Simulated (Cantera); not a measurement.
A closed system holds: 1 mol ZrN, 4.4 mol N2, held at 1.00 Torr.

These are equilibrium values from Cantera (NASA tables, ideal gas, pure condensed phases), not measurements of a reactor. Candidate condensed phases: Zr, ZrN; 9 gas species. Ions and electrons are included (thermal ionisation). ZrN: taken at fixed stoichiometry. Equilibrium is a limit: real reactors are often held back by kinetics, nucleation or transport.

x: gas mole fraction; n: condensed amount in mol.

| T (°C) | x N2 | x N | x Zr | x e- | x N+ | x N2+ | x ZrN | n ZrN(s) |
|---|---|---|---|---|---|---|---|---|
| 1727 | 1.00 | 2.47e-8 | 8.87e-10 | <1e-12 | <1e-12 | <1e-12 | <1e-12 | 1.00 |
| 1977 | 1.000 | 6.12e-7 | 5.32e-7 | <1e-12 | <1e-12 | <1e-12 | <1e-12 | 1.000 |
| 2227 | 1.000 | 8.00e-6 | 8.70e-5 | <1e-12 | <1e-12 | <1e-12 | 3.81e-11 | 1.000 |
| 2477 | 0.994 | ? | ? | ? | <1e-12 | ? | ? | 0.975 |
| 2727 | 0.830 | 0.000348 | 0.169 | 5.57e-11 | 1.27e-12 | 5.44e-11 | 1.32e-7 | 0 |
| 2977 | 0.829 | 0.00154 | 0.169 | 6.45e-10 | 4.49e-11 | 6.00e-10 | 1.68e-7 | 0 |
| 3227 | 0.825 | 0.00551 | 0.169 | 5.49e-9 | 9.28e-10 | 4.56e-9 | 2.04e-7 | 0 |
| 3477 | 0.815 | 0.0166 | 0.168 | 3.73e-8 | 1.22e-8 | 2.51e-8 | 2.37e-7 | 0 |
| 3727 | 0.791 | 0.0432 | 0.166 | 2.13e-7 | 1.09e-7 | 1.04e-7 | 2.64e-7 | 0 |
| 3977 | 0.740 | 0.0987 | 0.161 | 1.04e-6 | 7.05e-7 | 3.37e-7 | 2.77e-7 | 0 |
| 4227 | 0.649 | 0.199 | 0.153 | 4.40e-6 | 3.52e-6 | 8.78e-7 | 2.70e-7 | 0 |
| 4477 | ? | ? | ? | ? | ? | ? | ? | 0 |
| 4727 | 0.343 | 0.532 | 0.124 | 4.95e-5 | 4.64e-5 | 3.13e-6 | 1.85e-7 | 0 |

Complete the blanks.


- 2477, x N: 6.56e-5
- 2477, x Zr: 0.00556
- 2477, x e-: 3.48e-12
- 2477, x N2+: 3.46e-12
- 2477, x ZrN: 3.52e-9
- 4477, x N2: 0.511
- 4477, x N: 0.350
- 4477, x Zr: 0.140
- 4477, x e-: 1.59e-5
- 4477, x N+: 1.41e-5
- 4477, x N2+: 1.85e-6
- 4477, x ZrN: 2.37e-7
